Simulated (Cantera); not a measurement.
An adiabatic, constant-volume homogeneous reactor starts with CO : H₂ : CH₄ : O₂ : N₂ = 1 : 0.22 : 0.73 : 4.6 : 17.3 (molar parts), equivalence ratio 0.45, at 1375 K and 0.400 bar. Integrator tolerance rtol = 1e-08.

Model: GRI-Mech 3.0 (53 species, 325 reactions), integrated in Cantera.

Question: What does this change do: constant pressure in place of constant volume?

Answer: 
```tsv
quantity	before	after
time of steepest temperature rise	1.20 ms	1.23 ms
temperature at 1.00 s	2457 K	2298 K
equilibrium temperature	2457 K	2298 K
x(CO) at 1.00 s	0.00732 (gas-phase equilibrium 0.00732)	0.00399 (gas-phase equilibrium 0.00399)
x(H₂) at 1.00 s	0.00119 (gas-phase equilibrium 0.00119)	0.000691 (gas-phase equilibrium 0.000691)
x(CH₄) at 1.00 s	<1e-12 (gas-phase equilibrium <1e-12)	<1e-12 (gas-phase equilibrium <1e-12)
x(C₂H₆) at 1.00 s	<1e-12 (gas-phase equilibrium <1e-12)	<1e-12 (gas-phase equilibrium <1e-12)
x(CH₃) at 1.00 s	<1e-12 (gas-phase equilibrium <1e-12)	<1e-12 (gas-phase equilibrium <1e-12)
```
